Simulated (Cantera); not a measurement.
An isothermal, constant-pressure homogeneous reactor starts with CH2O : O2 : N2 = 0.004 : 0.0078 : 1 (molar parts), equivalence ratio 0.51, at 1600 K and 4.30 bar.

Computed with Cantera and GRI-Mech 3.0 (53 species, 325 reactions).

One state of this run: x CH2O = <1e-12; x O2 = 0.00375; x HO2 = 5.30e-9; x N2O = 4.03e-8; x O = 4.31e-7; x OH = 8.95e-6; x H2O = 0.00395. x: mole fraction; the columns are a selection and need not sum to one.

**Question.** Which value of t (s) does it belong to?
A. 1.39
B. 0.000800
C. 0.00961
D. 0.0333

**Answer.** A, 1.39
